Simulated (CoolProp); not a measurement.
Vapour-liquid equilibrium of R114 (1) + n-heptane (2) at 0.447 MPa; x and y are mole fractions of (1).

Values from CoolProp's multi-fluid Helmholtz-energy mixture model, Platzer 1990 and Span 2003; pair parameters Bell 2016. This equation is an older, rougher fit; its heat capacities, sound speeds and derivatives of the liquid may be far off and weren't checked against measurements.

### Question
Give the bubble temperature and the first vapour's composition at x = 0.2, 0.5, 0.95. Is there an azeotrope?

### Answer
x = 0.2: 376.6 K, y = 0.758; x = 0.5: 344.4 K, y = 0.934; x = 0.95: 325.1 K, y = 0.994. No azeotrope shows between x = 0.05 and 0.95.

The pair parameters rest on a limited set of measurements; away from them the model extrapolates.
